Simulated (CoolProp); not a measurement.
Model: reference Helmholtz-energy equation of state, Tillner-Roth 1997, in CoolProp.

### Question
For CH2F2 (R32), give the phase and the Z, cv (kJ/(kg K)), Joule-Thomson coefficient (K/MPa), isothermal compressibility (1/MPa) at 179.1 K and 1.83 MPa; 179.1 K and 18.3 MPa; 179.1 K and 32.5 MPa.

### Answer
- 179.1 K and 1.83 MPa: liquid; Z 0.0482, cv 0.983, Joule-Thomson coefficient -0.321, isothermal compressibility 0.000833
- 179.1 K and 18.3 MPa: liquid; Z 0.476, cv 0.987, Joule-Thomson coefficient -0.333, isothermal compressibility 0.000732
- 179.1 K and 32.5 MPa: liquid; Z 0.837, cv 0.991, Joule-Thomson coefficient -0.341, isothermal compressibility 0.000664
